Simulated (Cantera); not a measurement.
Cantera run, input and output.

```python
import numpy as np
import cantera as ct

gas = ct.Solution("gri30.yaml")
gas.TPX = 825, 13332, {'H2': 1.5, 'O2': 1, 'N2': 6.2}
reactor = ct.IdealGasConstPressureReactor(gas, energy="off", clone=False)
net = ct.ReactorNet([reactor])
net.rtol, net.atol = 1e-08, 1e-18
show = ['H2', 'O2', 'HO2', 'NO', 'N2O', 'OH', 'H2O2']
times = np.geomspace(0.0006, 1, 12)

steps = ct.SolutionArray(gas, extra=["t"])
rows = []
print(f"{'t/s':>10s}{'T/K':>9s}{'P/Pa':>11s}" + "".join(f"{s:>11s}" for s in show))
for t in times:
    while net.time < t:
        t_next = net.step()
        steps.append(gas.state, t=t_next)
    rows.append([np.interp(t, steps.t, y) for y in (steps.T, steps.P, *steps(*show).X.T)])
    print(f"{t:10.3e}{rows[-1][0]:9.1f}{rows[-1][1]:11.4g}" + "".join(f"{x:11.3e}" for x in rows[-1][2:]))
rate = np.gradient(steps.T, steps.t)
print("integrator steps:", len(steps.t))
if steps.T.max() > steps.T[0] + 200:
    print(f"time of steepest temperature rise: {steps.t[rate.argmax()]:.4e} s")
gas.TPX = 825, 13332, {'H2': 1.5, 'O2': 1, 'N2': 6.2}
gas.equilibrate("TP")
print(f"equilibrium (TP): T = {gas.T:.1f} K  " + "  ".join(f"{s} {gas[s].X[0]:.3e}" for s in show))
```

Result:

```
       t/s      T/K       P/Pa         H2         O2        HO2         NO        N2O         OH       H2O2
 6.000e-04    825.0  1.333e+04  1.724e-01  1.149e-01  6.535e-12  1.518e-27  4.048e-20  6.615e-14  2.212e-15
 1.178e-03    825.0  1.333e+04  1.724e-01  1.149e-01  2.136e-11  1.910e-26  2.054e-19  1.818e-13  1.243e-14
 2.312e-03    825.0  1.333e+04  1.724e-01  1.149e-01  1.038e-10  4.452e-25  1.319e-18  7.235e-13  9.595e-14
 4.538e-03    825.0  1.333e+04  1.724e-01  1.149e-01  1.147e-09  4.943e-23  1.659e-17  6.994e-12  1.447e-12
 8.907e-03    825.0  1.333e+04  1.724e-01  1.149e-01  8.434e-08  2.590e-19  1.255e-15  5.035e-10  1.214e-10
 1.748e-02    825.0  1.333e+04  1.564e-01  1.077e-01  1.838e-05  2.184e-09  8.291e-11  1.095e-04  1.187e-07
 3.432e-02    825.0  1.333e+04  3.644e-02  4.908e-02  1.664e-05  5.303e-08  1.270e-09  6.312e-06  1.159e-06
 6.736e-02    825.0  1.333e+04  3.467e-02  4.822e-02  1.217e-05  2.936e-08  1.314e-09  1.092e-08  8.268e-06
 1.322e-01    825.0  1.333e+04  3.466e-02  4.822e-02  4.642e-06  4.951e-09  1.314e-09  6.479e-10  1.254e-05
 2.595e-01    825.0  1.333e+04  3.466e-02  4.822e-02  2.906e-06  4.431e-09  1.314e-09  5.569e-10  1.412e-05
 5.095e-01    825.0  1.333e+04  3.465e-02  4.822e-02  2.728e-06  5.282e-09  1.315e-09  5.973e-10  1.563e-05
 1.000e+00    825.0  1.333e+04  3.463e-02  4.821e-02  2.954e-06  5.807e-09  1.315e-09  7.242e-10  1.861e-05
integrator steps: 1334
equilibrium (TP): T = 825.0 K  H2 4.673e-13  O2 3.145e-02  HO2 6.263e-12  NO 1.176e-06  N2O 4.401e-11  OH 2.591e-09  H2O2 2.295e-12
```

Cantera simulation using GRI-Mech 3.0 (53 species, 325 reactions); the numbers are that mechanism's predictions, not measurements. Radical loss at walls, strong at low pressure, is not modelled. Below about 950 K walls govern HO2 and H2O2 in real vessels. The temperature is held fixed by assumption; the heat of reaction is taken as removed at once.
